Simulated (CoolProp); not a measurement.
Ammonia along the isobar 15200 kPa: Z from the reference equation and from simpler models built on Tc = 132.4 °C, pc = 11360 kPa, ω = 0.256; each cubic takes its own stable root.

Model: reference Helmholtz-energy equation of state, Gao 2020, in CoolProp.

```tsv
T (°C)	phase	reference
-45.95	liquid	0.1948
-29.85	liquid	0.1868
-13.75	liquid	0.1803
2.35	liquid	0.1751
18.45	liquid	0.1710
34.55	liquid	0.1681
50.65	liquid	0.1663
66.75	liquid	0.1658
82.85	liquid	0.1670
98.85	liquid	0.1704
114.95	liquid	0.1778
131.05	liquid	0.1946
147.15	supercritical	0.2634
163.25	supercritical	0.4755
```

How far does each simpler model (van der Waals, Peng-Robinson) lie from the reference over these 14 states: mean and median of the absolute difference, and the worst?


- van der Waals: mean 73.1 %, median 82.0 %, worst +89.3 % at -45.95 °C and 15200 kPa
- Peng-Robinson: mean 14.1 %, median 12.2 %, worst +25.1 % at 147.15 °C and 15200 kPa
